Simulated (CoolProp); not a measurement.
Carbon dioxide along the isotherm 328.7 K: density (kg/m³) from the reference equation and from simpler models built on Tc = 304.1 K, pc = 73.77 bar, ω = 0.224; each cubic takes its own stable root.

Computed with CoolProp (reference Helmholtz-energy equation of state, Span 1996).

| p (bar) | phase | reference | van der Waals | Soave-Redlich-Kwong | Peng-Robinson |
|---|---|---|---|---|---|
| 2.84 | gas | 4.621 | 4.617 | 4.620 | 4.627 |
| 5.67 | gas | 9.322 | 9.309 | 9.320 | 9.346 |
| 8.51 | gas | 14.14 | 14.11 | 14.14 | 14.20 |
| 11.3 | gas | 18.98 | 18.93 | 18.98 | 19.08 |
| 14.2 | gas | 24.13 | 24.05 | 24.12 | 24.29 |
| 17 | gas | 29.22 | 29.10 | 29.20 | 29.45 |
| 19.9 | gas | 34.63 | 34.46 | 34.59 | 34.94 |
| 22.7 | gas | 39.98 | 39.76 | 39.92 | 40.38 |
| 25.5 | gas | 45.47 | 45.19 | 45.39 | 45.99 |
| 28.4 | gas | 51.31 | 50.97 | 51.21 | 51.96 |
| 31.2 | gas | 57.11 | 56.70 | 56.98 | 57.90 |
| 34 | gas | 63.08 | 62.60 | 62.91 | 64.03 |
| 36.9 | gas | 69.45 | 68.90 | 69.23 | 70.58 |
